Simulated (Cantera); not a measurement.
## Aluminium and copper etching: Al + HCl + H2

Input: 1 mol Al, 7.7 mol HCl, 19 mol H2, equilibrated at 1250 K.

These are equilibrium values from Cantera (NASA tables, ideal gas, pure condensed phases), not measurements of a reactor. Candidate condensed phases: Al, AlCl3; 12 gas species. The tables' values for AlCl2 are old estimates; treat these amounts as uncertain. Equilibrium is a limit: real reactors are often held back by kinetics, nucleation or transport.

```csv
P (Pa),x H2,x HCl,x AlCl3,x AlCl,x AlCl2,x H,x Cl,x Al2Cl6
1,0.765,0.197,0.0263,0.00845,0.00303,0.000134,2.95e-5,4.52e-11
10,0.779,0.183,0.0353,0.00135,0.00140,4.27e-5,8.57e-6,8.17e-10
100,0.782,0.180,0.0375,0.000148,0.000479,1.35e-5,2.66e-6,9.21e-9
1000,0.782,0.180,0.0380,1.51e-5,0.000154,4.28e-6,8.39e-7,9.44e-8
10000,0.782,0.179,0.0381,1.52e-6,4.89e-5,1.35e-6,2.65e-7,9.50e-7
100000,0.782,0.179,0.0381,1.52e-7,1.55e-5,4.28e-7,8.38e-8,9.51e-6
```
x: gas mole fraction; nothing condenses.

From 0.00750 Torr to 750 Torr nothing is condensed. The main Al-bearing gas is AlCl3 throughout.
